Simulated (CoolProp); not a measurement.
The numbers come from the reference Helmholtz-energy equation of state, de Reuck 1990 in CoolProp.

Q: Give the vapour pressure (bar), liquid density (kg/m³), vapour density (kg/m³), liquid cp (kJ/(kg K)) of saturated fluorine at 112.4 K.

A: 
```json
[
 {"T (K)": "112.4", "p (bar)": "10.4", "liquid density (kg/m³)": "1280", "vapour density (kg/m³)": "50.5", "liquid cp (kJ/(kg K))": "1.71"}
]
```
